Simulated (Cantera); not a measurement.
## NO annealing gas

An isothermal, constant-pressure homogeneous reactor starts with NO : N₂ = 1 : 3.6 (molar parts), at 1698 K and 1.80 bar.

Model: GRI-Mech 3.0 (53 species, 325 reactions), integrated in Cantera.

```csv
t (s),x NO,x O,x O₂,x NO₂,x N₂,x N₂O
0.000300,0.217,1.14e-7,4.59e-9,2.25e-6,0.783,2.12e-6
0.000954,0.217,2.22e-7,4.80e-8,8.00e-6,0.783,5.97e-6
0.00304,0.217,5.94e-7,1.05e-6,2.94e-5,0.783,1.34e-5
0.00965,0.217,1.36e-6,2.41e-5,7.73e-5,0.783,1.89e-5
0.0307,0.217,1.60e-6,0.000176,9.29e-5,0.783,1.93e-5
0.0977,0.216,1.76e-6,0.000678,0.000102,0.783,1.91e-5
0.311,0.213,2.19e-6,0.00225,0.000126,0.785,1.85e-5
0.988,0.203,3.15e-6,0.00702,0.000175,0.790,1.69e-5
3.14,0.177,4.86e-6,0.0200,0.000238,0.803,1.28e-5
10.0,0.124,7.20e-6,0.0466,0.000248,0.829,6.28e-6
```
x: mole fraction; the columns are a selection and need not sum to one.

Equilibrium at this temperature and pressure: NO 0.00220, O 1.08e-5, O₂ 0.108, NO₂ 6.63e-6, N₂ 0.890, N₂O 1.83e-7 (gas phase only).
